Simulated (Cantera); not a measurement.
Standard-state values (1 bar) from the NASA 1993 polynomials, evaluated with Cantera. Values are per mole of reaction as written; species without (g) are pure solids or liquids, kept so even where they would boil at 1 bar.

**Question.** Between 1225 and 1525 K, where is each reaction favourable under standard conditions?
- 3 Cl2(g) + 2 BN + 6 H(g) → 2 BCl3(g) + 2 NH3(g)

**Answer.** 
- 3 Cl2(g) + 2 BN + 6 H(g) → 2 BCl3(g) + 2 NH3(g): ΔG° is -1135 kJ at 1225 K and -981 kJ at 1525 K; it stays negative (K > 1). ΔH° is -1772 kJ and ΔS° -519 J/K at 1525 K.
